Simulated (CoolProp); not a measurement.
Values from CoolProp's reference Helmholtz-energy equation of state, Fiedler 2023.

Q: For tetrahydrofuran, give the phase and the density (kg/m³), cv (kJ/(kg K)), Joule-Thomson coefficient (K/MPa), isothermal compressibility (1/MPa) at 398.9 K and 133 bar; 398.9 K and 530 bar.

A: 
- 398.9 K and 133 bar: liquid; density 785, cv 1.55, Joule-Thomson coefficient -0.255, isothermal compressibility 0.00198
- 398.9 K and 530 bar: liquid; density 832, cv 1.56, Joule-Thomson coefficient -0.347, isothermal compressibility 0.00114
